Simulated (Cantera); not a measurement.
An adiabatic, constant-pressure homogeneous reactor starts with CO : H2 : O2 : N2 = 1 : 0.041 : 0.274 : 2.8 (molar parts), equivalence ratio 1.9, at 1725 K and 760 Torr.

Model: GRI-Mech 3.0 (53 species, 325 reactions), integrated in Cantera.

### Question
Predict: time of steepest temperature rise; temperature at 9.00 s; equilibrium temperature; x(CO) at 9.00 s; x(H2) at 9.00 s; x(O2) at 9.00 s; x(NO2) at 9.00 s; x(H2O) at 9.00 s; x(O) at 9.00 s.

### Answer
```
Item                                                                 Value
---------------------------------  ---------------------------------------
time of steepest temperature rise                                  52.5 µs
temperature at 9.00 s                                               2608 K
equilibrium temperature                                             2608 K
x(CO) at 9.00 s                        0.137 (gas-phase equilibrium 0.137)
x(H2) at 9.00 s                    0.00132 (gas-phase equilibrium 0.00132)
x(O2) at 9.00 s                    0.00316 (gas-phase equilibrium 0.00316)
x(NO2) at 9.00 s                   3.20e-7 (gas-phase equilibrium 3.20e-7)
x(H2O) at 9.00 s                   0.00758 (gas-phase equilibrium 0.00758)
x(O) at 9.00 s                     0.00136 (gas-phase equilibrium 0.00136)
```
